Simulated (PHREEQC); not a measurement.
PHREEQC input (ion-association model, wateq4f.dat):

```
SOLUTION_MASTER_SPECIES
  An  An-  0  An  62.0  # stands for a non-complexing anion
SOLUTION_SPECIES
  An- = An-
    -log_k 0
    -gamma 3.0 0
PHASES
  Fix_H+
    H+ = H+
    -log_k 0
SOLUTION 1
  temp 25
  units mmol/kgw
  pH 7 charge
  Cl 0.0001
  Zn 5e-05
  Na 5
  An 5
END
SELECTED_OUTPUT 1
  -reset false
  -pH true
  -pe true
  -ionic_strength true
  -water true
  -totals Cl Na Zn
  -molalities Hfo_wOH Hfo_wOH2+ Hfo_wO- Hfo_sOH Hfo_sOH2+ Hfo_sO- Hfo_sOZn+ Hfo_wOZn+
  -saturation_indices Zn(OH)2-a Zn5(OH)8Cl2 Halite
USER_PUNCH 1
  -headings sigma psi
  10 PUNCH EDL("sigma", "Hfo"), EDL("psi", "Hfo")
PRINT
  -reset false
USE solution 1
SURFACE 1
  Hfo_wOH 4.7191e-05 600 0.021
  Hfo_sOH 1.17978e-06
EQUILIBRIUM_PHASES 1
  Fix_H+ -4 HAn 10
    -force_equality true
  O2(g) -0.68 10
END
# ... the last block is repeated for the other 16 points of pH, with NaOH or the acid as the point needs
```

Selected output (columns that matter, 17 of 17 rows; pH added in front):

```
pH	mu	Na	Zn	m_Hfo_wOH	m_Hfo_wOH2+	m_Hfo_wO-	m_Hfo_sOH	m_Hfo_sOH2+	m_Hfo_sO-	si_Zn(OH)2-a	si_Zn5(OH)8Cl2	si_Halite	sigma	psi
4	0.0051192	0.005	4.9999e-08	2.2959e-05	2.3723e-05	5.0902e-07	5.7397e-07	5.9308e-07	1.2725e-08	-11.879	-57.713	-10.95	0.18222	0.19378
4.38	0.0050541	0.005	4.9995e-08	2.7276e-05	1.9019e-05	8.9611e-07	6.8189e-07	4.7548e-07	2.2403e-08	-11.118	-54.669	-10.949	0.14226	0.18141
4.75	0.0050263	0.005	4.9976e-08	3.0498e-05	1.5301e-05	1.3926e-06	7.6243e-07	3.8251e-07	3.4815e-08	-10.378	-51.708	-10.949	0.10917	0.16798
5.12	0.0050136	0.005	4.9895e-08	3.2791e-05	1.2416e-05	1.9841e-06	8.1972e-07	3.1036e-07	4.9597e-08	-9.6389	-48.751	-10.949	0.081884	0.15332
5.5	0.0050074	0.005	4.9507e-08	3.4331e-05	1.0217e-05	2.6427e-06	8.5794e-07	2.5533e-07	6.6041e-08	-8.8823	-45.728	-10.949	0.05946	0.13703
5.88	0.0050043	0.005	4.7691e-08	3.5251e-05	8.6487e-06	3.2914e-06	8.7962e-07	2.1581e-07	8.2132e-08	-8.1387	-42.77	-10.949	0.042068	0.11951
6.25	0.0050026	0.005	4.0594e-08	3.5748e-05	7.5806e-06	3.8619e-06	8.8688e-07	1.8807e-07	9.581e-08	-7.469	-40.161	-10.949	0.029257	0.10137
6.62	0.0050016	0.005	2.3469e-08	3.6008e-05	6.8368e-06	4.3447e-06	8.8082e-07	1.6724e-07	1.0628e-07	-6.9679	-38.396	-10.949	0.019755	0.082319
7	0.0050009	0.005	7.2558e-09	3.6138e-05	6.3094e-06	4.7418e-06	8.7212e-07	1.5226e-07	1.1443e-07	-6.7203	-37.918	-10.949	0.012622	0.061994
7.38	0.0050005	0.005	1.5498e-09	3.6196e-05	5.9425e-06	5.0506e-06	8.6933e-07	1.4272e-07	1.213e-07	-6.6379	-38.266	-10.949	0.0073655	0.041095
7.75	0.0050005	0.0050002	3.1862e-10	3.6218e-05	5.6765e-06	5.2939e-06	8.6897e-07	1.3619e-07	1.2701e-07	-6.6067	-38.85	-10.949	0.0033809	0.0204
8.12	0.0050015	0.0050015	7.1923e-11	3.6223e-05	5.4537e-06	5.5118e-06	8.6891e-07	1.3082e-07	1.3221e-07	-6.587	-39.492	-10.949	-7.3529e-05	-0.00045535
8.5	0.0050038	0.005004	2.2625e-11	3.6214e-05	5.2308e-06	5.7437e-06	8.6865e-07	1.2547e-07	1.3777e-07	-6.5685	-40.159	-10.949	-0.0036397	-0.021869
8.88	0.0050088	0.0050093	1.3193e-11	3.6185e-05	4.9793e-06	6.0242e-06	8.6795e-07	1.1943e-07	1.445e-07	-6.547	-40.811	-10.948	-0.0078113	-0.043103
9.25	0.0050202	0.005021	1.1703e-11	3.6121e-05	4.6762e-06	6.3919e-06	8.664e-07	1.1216e-07	1.5332e-07	-6.5197	-41.415	-10.947	-0.013072	-0.063423
9.62	0.0050465	0.0050478	1.2178e-11	3.5984e-05	4.2894e-06	6.9155e-06	8.6312e-07	1.0289e-07	1.6588e-07	-6.4822	-41.968	-10.945	-0.020211	-0.08319
10	0.0051103	0.0051122	1.3816e-11	3.5694e-05	3.7869e-06	7.7076e-06	8.5618e-07	9.0833e-08	1.8488e-07	-6.4281	-42.458	-10.94	-0.030363	-0.10268
```
